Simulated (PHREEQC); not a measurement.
Solution (25 °C): 0.00017 mol/kgw PbCl2 and 0.00034 mol/kgw Na2SO4. Closed to the air; pH follows from the charge balance.

Model: ion-association model, wateq4f.dat, run in PHREEQC.

Precipitation was switched off in this run.

Question: Order these S species by the share of S that they hold, largest first: PbSO4, SO4-2, NaSO4-.

Answer: SO4-2 (94 %), PbSO4 (5.6 %), NaSO4- (0.27 %)

The pH is 5.81 and the ionic strength 0.00145 mol/kgw. Saturation is exceeded, for instance for Larnakite, Anglesite; the values hold only as long as no solid forms.
